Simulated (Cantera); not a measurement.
A closed system holds: 1 mol SiHCl3, 13 mol NH3, held at 0.100 bar.

Method: chemical equilibrium by Gibbs-energy minimisation in Cantera with the NASA 1993 tables (ideal gas, pure condensed phases). Candidate condensed phases: NH4Cl, Si, Si3N4; 28 gas species. The tables' values for SiCl3 are old estimates; treat these amounts as uncertain. The numbers say what is thermodynamically allowed, not how fast it happens. All values below are at 1425 K.

Base state: H2 0.677, N2 0.214, HCl 0.109, SiCl2 0.000318, SiCl3 5.50e-5, SiCl4 3.75e-5, SiHCl3 1.83e-5, H 1.78e-5 (mole fractions); condensed: Si3N4(s).

### Question
What changes in the equilibrium state with this change: pressure from 0.100 bar to 0.00133 bar?

### Answer
| species | before | after |
|---|---|---|
| H2 | 0.677 | 0.679 |
| N2 | 0.214 | 0.216 |
| HCl | 0.109 | 0.0997 |
| SiCl2 | 0.000318 | 0.00470 |
| H | 1.78e-5 | 0.000154 |
| Cl | 2.33e-6 | 1.85e-5 |
| SiCl4 | 3.75e-5 | 6.19e-6 |
| SiHCl3 | 1.83e-5 | 3.30e-6 |
| Si3N4(s), mol | 0.329 | 0.289 |
